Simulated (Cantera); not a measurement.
**Stirred combustor or abatement burner**

A perfectly stirred reactor is fed with 14.5 % CO, 5.95 % H2, 4.35 % CH4, 15.8 % O2, 59.4 % N2, at 1.40 bar; it is adiabatic with a 675 K inlet, and is followed from long to short residence time, starting on the burning branch (τ in s: 0.033, 0.016, 0.0075, 0.0036, 0.0017, 0.00081, 0.00039, 0.00018, 8.8e-05, 4.2e-05, 2e-05).

Model: GRI-Mech 3.0 (53 species, 325 reactions), integrated in Cantera.

```tsv
τ (s)	T (K)	x CO	x H2	x CH4	x C2H6	x HO2	x NO
0.033	2491	0.0691	0.0119	1.38e-6	<1e-12	1.10e-6	0.00237
0.016	2478	0.0701	0.0121	2.58e-6	<1e-12	1.24e-6	0.00204
0.0075	2454	0.0719	0.0126	4.74e-6	1.85e-12	1.48e-6	0.00158
0.0036	2415	0.0746	0.0134	8.17e-6	5.28e-12	1.87e-6	0.00110
0.0017	2356	0.0784	0.0146	1.40e-5	1.47e-11	2.49e-6	0.000661
0.00081	2279	0.0829	0.0162	2.40e-5	4.11e-11	3.50e-6	0.000361
0.00039	2188	0.0874	0.0179	4.25e-5	1.21e-10	5.04e-6	0.000195
0.00018	2080	0.0923	0.0197	8.25e-5	4.32e-10	7.44e-6	0.000106
8.8e-5	1973	0.0974	0.0211	0.000165	1.66e-9	1.06e-5	6.28e-5
4.2e-5	1856	0.106	0.0221	0.000380	8.80e-9	1.60e-5	3.38e-5
2.0e-5	1719	0.124	0.0238	0.00115	9.36e-8	2.88e-5	1.29e-5
```
x: mole fraction; the columns are a selection and need not sum to one.
